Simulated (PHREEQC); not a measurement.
A column of 1 m (40 cells, dispersivity 0.08 m, 60 s a shift, diffusion coefficient 3e-10 m²/s) holds 0.021 eq of the database's cation exchanger X per kg of pore water, first in equilibrium with 0.00072 mol/kgw KBr and 1e-05 mol/kgw HCl. It is flushed with 7.1e-05 mol/kgw PbCl2, 0.018 mol/kgw ZnCl2 and 1e-05 mol/kgw HCl, at 25 °C. Values are for the last cell. CO2 from the air is kept out. Nothing may precipitate in this run.

The series has 33 steps of pore volumes, from 0 to 4.013.

All values are PHREEQC results (ion-association model, phreeqc.dat), not measurements.

After how many pore volumes does Zn at the outlet first reach half of its feed value?

By 1.5 pore volumes.

After how many pore volumes does Pb at the outlet first reach half of its feed value?

By 1.6 pore volumes.
